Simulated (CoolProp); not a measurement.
Vapour-liquid equilibrium of R22 (1) + R134a (2) at 0.469 MPa; x and y are mole fractions of (1).

The numbers come from the multi-fluid Helmholtz-energy mixture model, Kamei 1995 and Tillner-Roth 1994; pair parameters Bell 2016 in CoolProp.

```csv
x,bubble temperature (°C),y at the bubble point,dew temperature at overall composition x (°C),liquid density (mol/L)
0.05,12.5,0.082,[?],[?]
0.125,10.8,0.193,11.9,12.53
0.2,9.3,0.292,10.7,12.72
0.275,7.9,0.383,9.6,12.90
0.35,6.6,[?],[?],13.09
0.425,5.4,0.540,7.2,13.28
0.5,4.2,0.611,6.0,13.47
0.575,3.2,0.677,[?],13.67
0.65,2.2,0.739,3.6,13.88
0.725,1.2,0.799,2.4,14.08
0.8,[?],0.856,1.2,14.30
0.875,-0.5,[?],0.0,14.51
0.95,-1.3,0.965,-1.1,14.74
```

Fill in the missing entries.


- 0.05, dew temperature at overall composition x (°C): 13.0
- 0.05, liquid density (mol/L): 12.35
- 0.35, y at the bubble point: 0.465
- 0.35, dew temperature at overall composition x (°C): 8.4
- 0.575, dew temperature at overall composition x (°C): 4.8
- 0.8, bubble temperature (°C): 0.3
- 0.875, y at the bubble point: 0.911

No azeotrope shows between x = 0.05 and 0.95.

Pair parameters are fitted to limited data, so mixtures are less certain than the pure fluids.
